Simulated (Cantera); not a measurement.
Mixture: H2 : O2 : N2 = 1 : 0.877 : 3.3 (molar parts), equivalence ratio 0.57, at 10.0 bar, adiabatic and at constant volume. Ignition delay is the time to a rise of 400 K.

Cantera simulation using GRI-Mech 3.0 (53 species, 325 reactions); the numbers are that mechanism's predictions, not measurements. The hydrogen kinetics of GRI-Mech 3.0 are dated; newer H2 mechanisms differ, most at raised pressure.

Task: Predict: delay at 1150 K; delay at 1225 K; delay at 1300 K; delay at 1375 K; delay at 1450 K; apparent activation energy between 1300 and 1450 K.

Result: 
- delay at 1150 K = 0.311 ms
- delay at 1225 K = 23.7 µs
- delay at 1300 K = 5.01 µs
- delay at 1375 K = 2.73 µs
- delay at 1450 K = 1.84 µs
- apparent activation energy between 1300 and 1450 K = 100 kJ/mol
